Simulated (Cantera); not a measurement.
Mixture: 6.93 % CH₄, 19.6 % O₂, 73.5 % N₂, equivalence ratio 0.71, at 500000 Pa, adiabatic and at constant pressure. Ignition delay is the time to a rise of 400 K.

Detailed kinetics in Cantera: GRI-Mech 3.0 (53 species, 325 reactions).

Q: Predict: delay at 1273 K; delay at 1423 K; delay at 1573 K; delay at 1723 K; delay at 1873 K; apparent activation energy between 1798 and 1948 K.

A: 
- delay at 1273 K = 3.39 ms
- delay at 1423 K = 0.632 ms
- delay at 1573 K = 0.150 ms
- delay at 1723 K = 45.3 µs
- delay at 1873 K = 17.2 µs
- apparent activation energy between 1798 and 1948 K = 170 kJ/mol
